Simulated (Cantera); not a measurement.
What does this Cantera script print?

```python
import numpy as np
import cantera as ct

gas_names = """
    CL CL2 Fe FeCL FeCL2 FeCL3 Fe2CL4 Fe2CL6 H HCL H2 N NH NH2 NH3 N2 N2H2 N2H4
""".split()
cond_names = """
    Fe(a) Fe(c) Fe(d) Fe(L) FeCL2(s) FeCL2(L) FeCL3(s) FeCL3(L) NH4CL(a) NH4CL(b)
""".split()


def load(file, names, dense=False):
    # The tables refer to 1 bar. Condensed volumes are neglected.
    table = {s.name: s for s in ct.Species.list_from_file(file)}
    out = []
    for n in names:
        d = dict(table[n].input_data)
        d["thermo"] = dict(d["thermo"], **{"reference-pressure": 1e5})
        if dense:
            d["equation-of-state"] = {"model": "constant-volume", "density": "1e6 g/cm^3"}
        out.append(ct.Species.from_dict(d))
    return out


gas = ct.Solution(thermo="ideal-gas", species=load("nasa_gas.yaml", gas_names))
cond = {s.name: ct.Solution(thermo="fixed-stoichiometry", species=[s], name=s.name)
        for s in load("nasa_condensed.yaml", cond_names, dense=True)}
atoms = {
    'FeCl2': {'Fe': 1, 'CL': 2},
    'HCl': {'H': 1, 'CL': 1},
    'N2': {'N': 2},
}
top_T = {}  # K; cautious upper limits of use, not melting points


def equilibrate(T, P, feed):
    n = {}
    for name, mol in feed.items():
        for a, k in atoms[name].items():
            n[a] = n.get(a, 0.0) + k * mol
    gas.TPX = T, P, n
    mass = sum(n.values()) * gas.mean_molecular_weight
    gas.equilibrate("TP")
    valid = [c for c in cond.values() if c.min_temp <= T <= top_T.get(c.name, c.max_temp)]
    mix = ct.Mixture([(gas, mass / gas.mean_molecular_weight)] + [(c, 0.0) for c in valid])
    mix.T, mix.P = T, P
    mix.equilibrate("TP", solver="vcs", rtol=1e-11, max_steps=5000)
    return mix


results = []
feed = {'FeCl2': 1, 'HCl': 2.6, 'N2': 290}  # mol
T = 1498.15  # K
for P in [0.1, 0.72, 5.2, 37, 270, 1900, 14000, 100000]:
    mix = equilibrate(T, P, feed)
    results.append((T, P, feed, dict(zip(mix.species_names, mix.species_moles))))
    x = sorted(zip(gas.X, gas.species_names), reverse=True)
    print(f"T = {T:g} K  P = {P:g} Pa  gas = {mix.phase_moles(0):.4g} mol")
    print("   x: " + "  ".join(f"{s} {v:.3e}" for v, s in x if v > 0.0001))
    print("   condensed (mol): " + ("  ".join(f"{mix.phase(i).name} {mix.phase_moles(i):.4g}"
          for i in range(1, mix.n_phases) if mix.phase_moles(i) > 1e-12) or "none"))
```

It prints:

```
T = 1498.15 K  P = 0.1 Pa  gas = 295 mol
   x: N2 9.831e-01  HCL 7.617e-03  CL 5.151e-03  Fe 1.977e-03  FeCL2 1.412e-03  H2 4.214e-04  H 3.534e-04
   condensed (mol): none
T = 1498.15 K  P = 0.72 Pa  gas = 294.1 mol
   x: N2 9.862e-01  HCL 7.879e-03  FeCL2 2.882e-03  CL 1.998e-03  Fe 5.173e-04  H2 4.161e-04  H 1.309e-04
   condensed (mol): none
T = 1498.15 K  P = 5.2 Pa  gas = 293.7 mol
   x: N2 9.872e-01  HCL 8.129e-03  FeCL2 3.340e-03  CL 8.497e-04  H2 3.392e-04
   condensed (mol): none
T = 1498.15 K  P = 37 Pa  gas = 293.7 mol
   x: N2 9.875e-01  HCL 8.436e-03  FeCL2 3.400e-03  CL 4.278e-04  H2 2.025e-04
   condensed (mol): none
T = 1498.15 K  P = 270 Pa  gas = 293.6 mol
   x: N2 9.876e-01  HCL 8.634e-03  FeCL2 3.405e-03  CL 2.213e-04  H2 1.087e-04
   condensed (mol): none
T = 1498.15 K  P = 1900 Pa  gas = 293.6 mol
   x: N2 9.877e-01  HCL 8.739e-03  FeCL2 3.405e-03  CL 1.158e-04
   condensed (mol): none
T = 1498.15 K  P = 14000 Pa  gas = 293.6 mol
   x: N2 9.877e-01  HCL 8.794e-03  FeCL2 3.404e-03
   condensed (mol): none
T = 1498.15 K  P = 100000 Pa  gas = 293.6 mol
   x: N2 9.877e-01  HCL 8.820e-03  FeCL2 3.399e-03
   condensed (mol): none
```

Method: chemical equilibrium by Gibbs-energy minimisation in Cantera with the NASA 1993 tables (ideal gas, pure condensed phases).
